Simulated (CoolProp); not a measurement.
Values from CoolProp's reference Helmholtz-energy equation of state, Zhou 2011.

Question: For dimethyl carbonate, give the phase and the Z, fugacity coefficient at 561.6 K and 1.34 MPa; 561.6 K and 5.67 MPa; 561.6 K and 11.6 MPa.

Answer: 
- 561.6 K and 1.34 MPa: gas; Z 0.902, fugacity coefficient 0.910
- 561.6 K and 5.67 MPa: supercritical; Z 0.220, fugacity coefficient 0.607
- 561.6 K and 11.6 MPa: supercritical; Z 0.343, fugacity coefficient 0.359
